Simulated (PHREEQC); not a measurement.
NaHCO3 is added in steps, without added water, to 1 kg of water holding 0.28 mol CsOH and 0.00021 mol NaAlO2, at 20 °C. O2 is buffered at 0.21 atm. No CO2 enters from the air. Only these solids could form: Al(OH)3(a), Nahcolite, Natron.

Base run: PHREEQC, ion-association model, wateq4f.dat. Each further column changes one thing. The table gives NaCO3- (mol/kgw).

| NaHCO3 added (mol) | base | diluted 5-fold with water | NaAlO2 replaced by Na2SeO3 at the same molality | NaAlO2 left out | no solid may form |
|---|---|---|---|---|---|
| 0 | 0 | 0 | 0 | 0 | 0 |
| 0.06563 | 0.0110 | 0.0115 | 0.0110 | 0.0109 | 0.0110 |
| 0.1444 | 0.0384 | ? | 0.0384 | 0.0383 | 0.0384 |
| 0.21 | 0.0670 | ? | 0.0671 | 0.0670 | 0.0670 |
| 0.2756 | 0.0985 | ? | 0.0985 | 0.0984 | 0.0985 |
| 0.3544 | 0.118 | ? | 0.118 | 0.118 | 0.118 |
| 0.42 | 0.130 | 0.0317 | 0.130 | 0.130 | 0.130 |

Question: What belongs in the gaps?

Answer: 
- 0.1444, diluted 5-fold with water: 0.0195
- 0.21, diluted 5-fold with water: 0.0237
- 0.2756, diluted 5-fold with water: 0.0268
- 0.3544, diluted 5-fold with water: 0.0297

The ionic strength passes 0.7 mol/kgw, the rough limit of the ion-association models, in part of: base; NaAlO2 replaced by Na2SeO3 at the same molality; NaAlO2 left out; no solid may form.  Solids allowed in the column 'NaAlO2 replaced by Na2SeO3 at the same molality': Nahcolite, Natron. Solids allowed in the column 'NaAlO2 left out': Nahcolite, Natron.
